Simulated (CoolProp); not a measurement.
Hexamethyldisiloxane (MM) along the isotherm 620 K: Z from the reference equation and from simpler models built on Tc = 518.7 K, pc = 1931 kPa, ω = 0.418; each cubic takes its own stable root.

Model: reference Helmholtz-energy equation of state, Thol 2016, in CoolProp.

```
p (kPa)          phase  reference
-------  -------------  ---------
241                gas     0.9766
483                gas     0.9529
724                gas     0.9290
966                gas     0.9050
1210               gas     0.8809
1450               gas     0.8574
1690               gas     0.8343
1930               gas     0.8116
2170     supercritical     0.7894
2410     supercritical     0.7678
2660     supercritical     0.7460
2900     supercritical     0.7257
```

Question: How far does each simpler model (Pitzer virial, Redlich-Kwong, Soave-Redlich-Kwong, Peng-Robinson) lie from the reference over these 12 states: mean and median of the absolute difference, and the worst?

Answer: 
- Pitzer virial: mean 1.1 %, median 1.3 %, worst +1.7 % at 620 K and 2410 kPa
- Redlich-Kwong: mean 3.2 %, median 2.4 %, worst -8.4 % at 620 K and 2900 kPa
- Soave-Redlich-Kwong: mean 1.7 %, median 1.8 %, worst +3.2 % at 620 K and 2900 kPa
- Peng-Robinson: mean 0.8 %, median 0.8 %, worst -1.4 % at 620 K and 2900 kPa
